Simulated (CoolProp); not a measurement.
A closed Brayton cycle with carbon dioxide: compressor inlet 330.15 K and 9.6 MPa, high pressure 28.6 MPa, turbine inlet 935 K, compressor efficiency 0.8, turbine efficiency 0.9, recuperator effectiveness 0 (on enthalpy, no pinch check). Each further row changes one setting.

Computed with CoolProp (reference Helmholtz-energy equation of state, Span 1996).

```tsv
case	thermal efficiency (%)	net work (kJ/kg)	compressor to turbine work	compressor exit (K)	turbine exit (K)
as stated	15.2	105	0.36	418.1	793.8
turbine inlet 885 K	15.2	94.9	0.38	418.1	[?]
compressor inlet 340.15 K	14.7	96.3	[?]	437.7	793.8
high pressure 24.3 MPa	13.2	92.7	0.34	[?]	[?]
recuperator effectiveness 0.5	[?]	105	0.36	418.1	793.8
```

Question: Complete the blanks.

Answer: 
- turbine inlet 885 K, turbine exit (K): 748.6
- compressor inlet 340.15 K, compressor to turbine work: 0.41
- high pressure 24.3 MPa, compressor exit (K): 404.5
- high pressure 24.3 MPa, turbine exit (K): 814.1
- recuperator effectiveness 0.5, thermal efficiency (%): 22.3
